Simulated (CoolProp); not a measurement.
Vapour-liquid equilibrium of n-pentane (1) + acetone (2) at 313.3 K; x and y are mole fractions of (1).

Computed with CoolProp (multi-fluid Helmholtz-energy mixture model, Thol 2019 and Lemmon 2006; pair parameters Bell 2016).

```csv
x,bubble pressure (bar),y at the bubble point,dew pressure at overall composition x (bar),liquid density (mol/L)
0.05,0.7690,0.287,0.5965,12.84
0.2,1.103,0.550,0.6960,11.81
0.35,1.232,0.628,0.8320,10.93
0.5,1.284,0.667,1.024,10.17
0.65,1.308,0.703,1.263,9.530
0.8,1.308,0.763,1.293,8.986
0.95,1.230,0.905,1.198,8.531
```

y crosses x between x = 0.65 and 0.8: the model has an azeotrope there.

The pair parameters rest on a limited set of measurements; away from them the model extrapolates. With so large a gap from Raoult's law the liquid may split in two, which this calculation doesn't test in full.
